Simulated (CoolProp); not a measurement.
Vapour-liquid equilibrium of R134a (1) + R1234ze(E) (2) at 1.79 MPa; x and y are mole fractions of (1).

Computed with CoolProp (multi-fluid Helmholtz-energy mixture model, Tillner-Roth 1994 and Thol 2016; pair parameters Bell 2022).

Problem. Give the bubble temperature and the first vapour's composition at x = 0.05, 0.2, 0.95. Is there an azeotrope?

Solution. x = 0.05: 346.9 K, y = 0.063; x = 0.2: 344.2 K, y = 0.236; x = 0.95: 336.2 K, y = 0.955. No azeotrope shows between x = 0.05 and 0.95.

The pair parameters rest on a limited set of measurements; away from them the model extrapolates.
